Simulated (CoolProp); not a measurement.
Vapour-liquid equilibrium of sulfur hexafluoride (1) + n-pentane (2) at 292.5 K; x and y are mole fractions of (1).

Values from CoolProp's multi-fluid Helmholtz-energy mixture model, Guder 2009 and Thol 2019; pair parameters Bell 2016.

```json
[
 {"x": "0.05", "bubble pressure, mixture model (MPa)": "0.3990", "bubble pressure, Raoult's law (MPa)": "0.1557", "y, mixture model": "0.853", "y, Raoult's law": "0.663"},
 {"x": "0.125", "bubble pressure, mixture model (MPa)": "0.8384", "bubble pressure, Raoult's law (MPa)": "0.3064", "y, mixture model": "…", "y, Raoult's law": "0.842"},
 {"x": "0.2", "bubble pressure, mixture model (MPa)": "1.170", "bubble pressure, Raoult's law (MPa)": "0.4571", "y, mixture model": "0.943", "y, Raoult's law": "0.903"},
 {"x": "0.275", "bubble pressure, mixture model (MPa)": "1.393", "bubble pressure, Raoult's law (MPa)": "0.6078", "y, mixture model": "0.950", "y, Raoult's law": "0.934"},
 {"x": "0.35", "bubble pressure, mixture model (MPa)": "1.523", "bubble pressure, Raoult's law (MPa)": "0.7586", "y, mixture model": "0.953", "y, Raoult's law": "0.953"},
 {"x": "0.425", "bubble pressure, mixture model (MPa)": "1.586", "bubble pressure, Raoult's law (MPa)": "0.9093", "y, mixture model": "0.954", "y, Raoult's law": "0.965"},
 {"x": "0.5", "bubble pressure, mixture model (MPa)": "1.612", "bubble pressure, Raoult's law (MPa)": "1.060", "y, mixture model": "0.955", "y, Raoult's law": "0.974"},
 {"x": "0.575", "bubble pressure, mixture model (MPa)": "…", "bubble pressure, Raoult's law (MPa)": "1.211", "y, mixture model": "0.956", "y, Raoult's law": "0.981"},
 {"x": "0.65", "bubble pressure, mixture model (MPa)": "1.641", "bubble pressure, Raoult's law (MPa)": "1.362", "y, mixture model": "0.956", "y, Raoult's law": "0.986"},
 {"x": "0.725", "bubble pressure, mixture model (MPa)": "1.676", "bubble pressure, Raoult's law (MPa)": "1.512", "y, mixture model": "0.958", "y, Raoult's law": "0.990"},
 {"x": "0.8", "bubble pressure, mixture model (MPa)": "1.736", "bubble pressure, Raoult's law (MPa)": "1.663", "y, mixture model": "…", "y, Raoult's law": "0.993"},
 {"x": "0.875", "bubble pressure, mixture model (MPa)": "1.828", "bubble pressure, Raoult's law (MPa)": "1.814", "y, mixture model": "0.970", "y, Raoult's law": "0.996"},
 {"x": "0.95", "bubble pressure, mixture model (MPa)": "1.957", "bubble pressure, Raoult's law (MPa)": "1.964", "y, mixture model": "0.985", "y, Raoult's law": "0.999"}
]
```

Problem. What belongs in the gaps?

Solution. 
- 0.125, y, mixture model: 0.925
- 0.575, bubble pressure, mixture model (MPa): 1.624
- 0.8, y, mixture model: 0.962

The largest gap from Raoult's law is +173.6 % in bubble pressure, at x = 0.125. No azeotrope shows between x = 0.05 and 0.95.

The pair parameters rest on a limited set of measurements; away from them the model extrapolates. With so large a gap from Raoult's law the liquid may split in two, which this calculation doesn't test in full.
